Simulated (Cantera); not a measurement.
Charge: 1 mol C3H8, 0.057 mol CO2, 1.5 mol H2, equilibrated at 1400 Pa.

Cantera equilibrium calculation (NASA polynomials, part measured and part estimated; ideal gas, pure solids and liquids). Candidate condensed phases: C, C6H6, C7H8, C8H18, H2O; 110 gas species. Equilibrium is a limit: real reactors are often held back by kinetics, nucleation or transport. All values below are at 2348 K.

Base state: H2 0.878, H 0.0978, CO 0.0193, C2H2 (acetylene) 0.00480, C2H 2.72e-5, C4H2 1.08e-5 (mole fractions); condensed: C(graphite).

What changes in the equilibrium state with this change: CO2 from 0.057 to 0.22 mol?


| species | before | after |
|---|---|---|
| H2 | 0.878 | 0.830 |
| H | 0.0978 | 0.0951 |
| CO | 0.0193 | 0.0706 |
| C4H2 | 1.08e-5 | 1.02e-5 |
| C2H2 (acetylene) | 0.00480 | 0.00453 |
| C2H | 2.72e-5 | 2.64e-5 |
| C(graphite), mol | 2.89 | 2.72 |
